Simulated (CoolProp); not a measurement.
Saturation properties of methane.

Model: reference Helmholtz-energy equation of state, Setzmann 1991, in CoolProp.

| T (K) | p (bar) | liquid cp (kJ/(kg K)) | surface tension (mN/m) |
|---|---|---|---|
| 132.6 | 4.280 | 3.693 | 8.92 |
| 136.7 | 5.383 | … | 8.16 |
| 140.8 | 6.681 | 3.828 | 7.42 |
| 144.9 | 8.193 | 3.915 | 6.68 |
| 149 | … | 4.019 | 5.96 |
| 153 | … | 4.142 | … |
| 157.1 | 14.14 | 4.299 | 4.58 |
| 161.2 | 16.70 | 4.499 | 3.90 |
| 165.3 | 19.57 | … | 3.24 |
| 169.4 | … | 5.123 | 2.61 |

Problem. What belongs in the gaps?

Solution. 
- 136.7, liquid cp (kJ/(kg K)): 3.755
- 149, p (bar): 9.937
- 153, p (bar): 11.88
- 153, surface tension (mN/m): 5.27
- 165.3, liquid cp (kJ/(kg K)): 4.762
- 169.4, p (bar): 22.78

It boils at 111.7 K under 1 atm.

Surface tension comes from a separate correlation (Mulero 2012).
